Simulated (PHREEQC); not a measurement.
Solution (25 °C): 170 mmol/kgw NiSO4 and 5.6 mmol/kgw MgCl2. Closed to the air; pH follows from the charge balance.

Model: ion-association model, wateq4f.dat, run in PHREEQC.

No solid was allowed to form.

Q: Predict the pH.

A: pH 5.97.

Q: In which forms is Mg present?

A: MgSO4 56 %, Mg+2 44 % of the Mg.

Species that the database lacks are ignored.
